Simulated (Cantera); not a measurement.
A closed system holds: 1 mol Si3N4, 0.09 mol Si, 0.31 mol H2, at 1.00 bar.

Cantera equilibrium calculation (NASA polynomials, part measured and part estimated; ideal gas, pure solids and liquids). Candidate condensed phases: Si, Si3N4; 18 gas species. The tables' values for SiN are old estimates; treat these amounts as uncertain. Gases not in the tables: Si2H6 and higher silanes. Rates play no part.

### Question
At 2102 °C, list the 4 most abundant gas species with their mole fractions, and the condensed phases.

### Answer
N2 0.862, H2 0.131, H 0.00510, Si 0.00177. Condensed: Si(l).
